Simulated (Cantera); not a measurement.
Feed: 1 mol Si, 0.041 mol CO₂, 1.1 mol N₂, held at 1348 K and 0.360 Pa.

Cantera equilibrium calculation (NASA polynomials, part measured and part estimated; ideal gas, pure solids and liquids). Candidate condensed phases: C, Si, SiC, SiO₂, Si₂N₂O, Si₃N₄; 34 gas species. N₂ is the only nitrogen source here; it is nearly inert below about 1500 K, so the nitride shown seldom forms there in practice. Mutual solubility and eutectic melting of coexisting phases are not modelled. Kinetics and transport are ignored.

Base state: N₂ 0.997, SiO 0.00303, CO 0.000122, Si 3.16e-5 (mole fractions); condensed: SiC(s) + Si₂N₂O(s) + Si₃N₄(s).

Q: What changes in the equilibrium state with this change: temperature from 1348 K to 1923.15 K?

A: 
```
species           before     after
--------------  --------  --------
N₂                 0.997     0.514
Si               3.16e-5     0.446
SiO              0.00303    0.0195
CO              0.000122    0.0188
Si₂              7.26e-9  0.000361
Si₂C             1.26e-8  0.000349
SiC(s), mol       0.0409         0
Si₂N₂O(s), mol    0.0805         0
Si₃N₄(s), mol      0.266         0
```
The tables' values for SiN are old estimates; treat these amounts as uncertain.
